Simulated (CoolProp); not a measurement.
50 sccm (0 °C, 1 atm) of nitrogen bubbles through liquid ethanol at 321.4 K and leaves saturated at a total pressure of 0.133 MPa (ideal gas phase). Each further row changes one setting.

Values from CoolProp's reference Helmholtz-energy equation of state, Schroeder 2014.

```csv
case,vapour pressure (kPa),mole fraction of vapour,delivery (mg/min),delivery (sccm),change of delivery for a bath 1 K warmer (%)
as stated,27.0,0.203,26.2,12.8,6.3
bath temperature 326.4 K,34.3,0.258,35.7,17.4,6.6
total pressure 0.266 MPa,27.0,0.102,11.6,5.65,5.6
```
